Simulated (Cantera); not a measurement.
Input: 1 mol n-butane, 0.0096 mol O2, a varied amount of H2, 4.8 mol H2O, equilibrated at 1000 K and 98.0 bar.

Equilibrium computed with Cantera from the NASA thermochemical tables; the gas is ideal and each condensed phase is pure. Candidate condensed phases: C, C6H6, C7H8, C8H18, H2O; 110 gas species. The ideal-gas law is rough above about 30 bar. The numbers say what is thermodynamically allowed, not how fast it happens.

**Question.** At 7.6 mol H2, list the 4 most abundant gas species with their mole fractions, and the condensed phases.

**Answer.** H2 0.374, H2O 0.334, CH4 0.280, CO2 0.00632. Condensed: gas only.
